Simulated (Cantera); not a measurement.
A closed system holds: 1 mol K2SO4, 5.3 mol CO2, 0.13 mol H2O, held at 32.0 mbar.

Equilibrium computed with Cantera from the NASA thermochemical tables; the gas is ideal and each condensed phase is pure. Candidate condensed phases: C, C6H6, C7H8, C8H18, H2O, H2SO4, K, KOH, KO2, K2CO3, K2O, K2O2, K2S, K2SO4, S; 130 gas species. Rates play no part.

x: gas mole fraction; n: condensed amount in mol.

| T (K) | x CO2 | x K | x SO2 | x O2 | x K2SO4 | x KOH | x H2O | x CO | n K2SO4(l) |
|---|---|---|---|---|---|---|---|---|---|
| 1375 | 0.973 | 6.02e-5 | 0.000826 | 0.000504 | 0.000739 | 0.00159 | 0.0231 | 0.000153 | 0.991 |
| 1475 | 0.964 | 0.000547 | 0.00329 | 0.00198 | 0.00327 | 0.00604 | 0.0206 | 0.000405 | 0.964 |
| 1575 | 0.935 | 0.00377 | 0.0104 | 0.00661 | 0.0117 | 0.0171 | 0.0144 | 0.000918 | 0.875 |
| 1675 | 0.859 | 0.0212 | 0.0264 | 0.0193 | 0.0350 | 0.0315 | 0.00532 | 0.00177 | 0.622 |
| 1775 | ___ | ___ | ___ | ___ | ___ | 0.0321 | ___ | ___ | 0 |
| 1875 | 0.604 | ___ | ___ | ___ | ___ | ___ | ___ | ___ | 0 |
| 1975 | 0.562 | 0.186 | 0.106 | 0.104 | 0.00184 | 0.0251 | 0.00130 | 0.0104 | 0 |

Question: What belongs in the gaps?

Answer: 
- 1875, x K: 0.157
- 1875, x SO2: 0.0934
- 1875, x O2: 0.0880
- 1875, x K2SO4: 0.0214
- 1875, x KOH: 0.0283
- 1875, x H2O: 0.000712
- 1875, x CO: 0.00493
- 1775, x CO2: 0.695
- 1775, x K: 0.0853
- 1775, x SO2: 0.0590
- 1775, x O2: 0.0519
- 1775, x K2SO4: 0.0726
- 1775, x H2O: 0.00100
- 1775, x CO: 0.00270
